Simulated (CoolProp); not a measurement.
Saturation properties of sulfur dioxide (Tc = 430.6 K, pc = 7.887 MPa, ω = 0.256).

Computed with CoolProp (reference Helmholtz-energy equation of state, Gao 2016).

| T (K) | p (MPa) | liquid density (kg/m³) | enthalpy of vaporisation (kJ/kg) | vapour Z |
|---|---|---|---|---|
| 211.6 | 0.005135 | 1593 | 432.8 | 0.9967 |
| 228.9 | 0.01669 | 1549 | 418.6 | 0.9922 |
| 246.3 | 0.04493 | 1505 | 404.1 | 0.9842 |
| 263.6 | 0.1034 | 1460 | 389.1 | 0.9719 |
| 280.9 | 0.2114 | 1414 | 373.3 | 0.9543 |
| 298.3 | 0.3941 | 1366 | 356.2 | 0.9307 |
| 315.6 | 0.6778 | 1316 | 337.6 | 0.9007 |
| 332.9 | 1.095 | 1262 | 317.0 | 0.8634 |
| 350.3 | 1.684 | 1203 | 293.6 | 0.8177 |
| 367.6 | 2.476 | 1137 | 266.6 | 0.7625 |

It boils at 263.1 K under 1 atm.
